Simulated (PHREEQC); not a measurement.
BaCl2 is added in steps, without added water, to 1 kg of water holding 0.16 mol H2SO4, 0.00087 mol CuSO4 and 4.8e-05 mol MgSO4, at 25 °C. Oxygen alone is held at its pressure in air (log pO2 = -0.68). The system is closed to CO2. Solids allowed: Barite, Brucite, Cu(OH)2, Brochantite, Antlerite, Atacamite, Epsomite, Chalcanthite. Others were left out.

Base run: PHREEQC, ion-association model, wateq4f.dat. Each further column changes one thing. The table gives pH.

```csv
BaCl2 added (mol),base,Debye-Hückel limiting law,metal-ligand complexes left out,database phreeqc.dat,all activity coefficients set to 1
0,0.84,0.93,0.84,0.83,0.77
0.05333,0.75,0.88,0.75,0.75,0.66
0.1067,0.67,0.83,0.67,0.67,0.57
0.16,0.60,0.79,0.60,0.60,0.50
0.2133,0.61,0.85,0.61,0.61,0.49
0.2667,0.62,0.90,0.62,0.62,0.49
0.32,0.62,0.95,0.62,0.62,0.49
```

The ionic strength passes 0.7 mol/kgw, the rough limit of the ion-association models, in part of: base; Debye-Hückel limiting law; metal-ligand complexes left out; database phreeqc.dat; all activity coefficients set to 1. phreeqc.dat and wateq4f.dat share most of their constants, so their agreement is no independent check. Solids allowed in the column 'database phreeqc.dat': Barite.
